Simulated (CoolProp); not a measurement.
Properties of tetradecamethylhexasiloxane (MD4M) along the isotherm 346.85 °C.

Computed with CoolProp (reference Helmholtz-energy equation of state, Thol 2019).

```
p (bar)  phase  density (kg/m³)  cv (kJ/(kg K))  Joule-Thomson coefficient (K/MPa)
-------  -----  ---------------  --------------  ---------------------------------
0.276      gas            2.499           2.067                              13.26
0.552      gas                ?           2.069                              13.62
0.829      gas            7.775           2.070                              14.00
1.1        gas            10.51           2.072                              14.41
1.38       gas                ?           2.074                              14.86
1.66       gas            16.52           2.076                              15.36
1.93       gas            19.61           2.078                              15.89
2.21       gas            22.98           2.080                              16.49
2.49       gas            26.54           2.082                              17.16
2.76       gas                ?               ?                              17.89
3.04       gas                ?           2.086                              18.74
3.31       gas            38.27           2.089                              19.67
3.59       gas            42.86           2.091                              20.80
3.87       gas                ?           2.094                              22.14
4.14       gas            53.11           2.097                              23.70
```

Question: Fill in the missing entries.

Answer: 
- 0.552, density (kg/m³): 5.084
- 1.38, density (kg/m³): 13.45
- 2.76, density (kg/m³): 30.16
- 2.76, cv (kJ/(kg K)): 2.084
- 3.04, density (kg/m³): 34.15
- 3.87, density (kg/m³): 47.84
